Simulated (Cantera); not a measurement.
A Cantera script and what it prints.

```python
import numpy as np
import cantera as ct

gas_names = [...]  # 116 gases of nasa_gas.yaml made of C, H, Mg, O
cond_names = """
    C(gr) C6H6(L) C7H8(L) C8H18(L),n-octa H2O(s) H2O(L) Mg(cr) Mg(L) MgCO3(s) MgO(s) MgO(L) MgO2H2(s)
""".split()


# ... load() reads the species with a 1 bar reference pressure and builds the phases ...
atoms = {
    'MgO': {'Mg': 1, 'O': 1},
    'C': {'C': 1},
    'H2': {'H': 2},
}
top_T = {'C(gr)': 4500}  # K; cautious upper limits of use, not melting points


# ... equilibrate(T, P, feed) seeds the gas with the atoms and calls Mixture.equilibrate('TP', solver="vcs", rtol=1e-11, max_steps=5000) ...
results = []
feed = {'MgO': 1, 'C': 6.4, 'H2': 0.14}  # mol
for P in [10, 42, 180, 750, 3200, 13000, 56000, 240000, 1000000]:
    for T in [823, 973, 1123, 1273, 1423, 1573, 1723, 1873, 2023, 2173, 2323, 2473, 2623]:
        mix = equilibrate(T, P, feed)
        results.append((T, P, feed, dict(zip(mix.species_names, mix.species_moles))))

for T, P, feed, n in results:
    print(f"{T:7g} {P:10.4g}  " + (" + ".join(c for c in cond_names if n.get(c, 0) > 1e-12) or "gas only"))
```

Output:

```
    823         10  C(gr) + MgO(s)
    973         10  C(gr) + MgO(s)
   1123         10  C(gr) + MgO(s)
   1273         10  C(gr) + MgO(s)
   1423         10  C(gr)
   1573         10  C(gr)
   1723         10  C(gr)
   1873         10  C(gr)
   2023         10  C(gr)
   2173         10  C(gr)
   2323         10  C(gr)
   2473         10  C(gr)
   2623         10  C(gr)
    823         42  C(gr) + MgO(s)
    973         42  C(gr) + MgO(s)
   1123         42  C(gr) + MgO(s)
   1273         42  C(gr) + MgO(s)
   1423         42  C(gr)
   1573         42  C(gr)
   1723         42  C(gr)
   1873         42  C(gr)
   2023         42  C(gr)
   2173         42  C(gr)
   2323         42  C(gr)
   2473         42  C(gr)
   2623         42  C(gr)
    823        180  C(gr) + MgO(s)
    973        180  C(gr) + MgO(s)
   1123        180  C(gr) + MgO(s)
   1273        180  C(gr) + MgO(s)
   1423        180  C(gr) + MgO(s)
   1573        180  C(gr)
   1723        180  C(gr)
   1873        180  C(gr)
   2023        180  C(gr)
   2173        180  C(gr)
   2323        180  C(gr)
   2473        180  C(gr)
   2623        180  C(gr)
    823        750  C(gr) + MgO(s)
    973        750  C(gr) + MgO(s)
   1123        750  C(gr) + MgO(s)
   1273        750  C(gr) + MgO(s)
   1423        750  C(gr) + MgO(s)
   1573        750  C(gr) + MgO(s)
   1723        750  C(gr)
   1873        750  C(gr)
   2023        750  C(gr)
   2173        750  C(gr)
   2323        750  C(gr)
   2473        750  C(gr)
   2623        750  C(gr)
    823       3200  C(gr) + MgO(s)
    973       3200  C(gr) + MgO(s)
   1123       3200  C(gr) + MgO(s)
   1273       3200  C(gr) + MgO(s)
   1423       3200  C(gr) + MgO(s)
   1573       3200  C(gr) + MgO(s)
   1723       3200  C(gr)
   1873       3200  C(gr)
   2023       3200  C(gr)
   2173       3200  C(gr)
   2323       3200  C(gr)
   2473       3200  C(gr)
   2623       3200  C(gr)
    823    1.3e+04  C(gr) + MgO(s)
    973    1.3e+04  C(gr) + MgO(s)
   1123    1.3e+04  C(gr) + MgO(s)
   1273    1.3e+04  C(gr) + MgO(s)
   1423    1.3e+04  C(gr) + MgO(s)
   1573    1.3e+04  C(gr) + MgO(s)
   1723    1.3e+04  C(gr) + MgO(s)
   1873    1.3e+04  C(gr)
   2023    1.3e+04  C(gr)
   2173    1.3e+04  C(gr)
   2323    1.3e+04  C(gr)
   2473    1.3e+04  C(gr)
   2623    1.3e+04  C(gr)
    823    5.6e+04  C(gr) + MgO(s)
    973    5.6e+04  C(gr) + MgO(s)
   1123    5.6e+04  C(gr) + MgO(s)
   1273    5.6e+04  C(gr) + MgO(s)
   1423    5.6e+04  C(gr) + MgO(s)
   1573    5.6e+04  C(gr) + MgO(s)
   1723    5.6e+04  C(gr) + MgO(s)
   1873    5.6e+04  C(gr) + MgO(s)
   2023    5.6e+04  C(gr)
   2173    5.6e+04  C(gr)
   2323    5.6e+04  C(gr)
   2473    5.6e+04  C(gr)
   2623    5.6e+04  C(gr)
    823    2.4e+05  C(gr) + MgO(s)
    973    2.4e+05  C(gr) + MgO(s)
   1123    2.4e+05  C(gr) + MgO(s)
   1273    2.4e+05  C(gr) + MgO(s)
   1423    2.4e+05  C(gr) + MgO(s)
   1573    2.4e+05  C(gr) + MgO(s)
   1723    2.4e+05  C(gr) + MgO(s)
   1873    2.4e+05  C(gr) + MgO(s)
   2023    2.4e+05  C(gr) + MgO(s)
   2173    2.4e+05  C(gr)
   2323    2.4e+05  C(gr)
   2473    2.4e+05  C(gr)
   2623    2.4e+05  C(gr)
    823      1e+06  C(gr) + MgO(s)
    973      1e+06  C(gr) + MgO(s)
   1123      1e+06  C(gr) + MgO(s)
   1273      1e+06  C(gr) + MgO(s)
   1423      1e+06  C(gr) + MgO(s)
   1573      1e+06  C(gr) + MgO(s)
   1723      1e+06  C(gr) + MgO(s)
   1873      1e+06  C(gr) + MgO(s)
   2023      1e+06  C(gr) + MgO(s)
   2173      1e+06  C(gr) + MgO(s)
   2323      1e+06  C(gr) + MgO(s)
   2473      1e+06  C(gr)
   2623      1e+06  C(gr)
```

Equilibrium computed with Cantera from the NASA thermochemical tables; the gas is ideal and each condensed phase is pure.
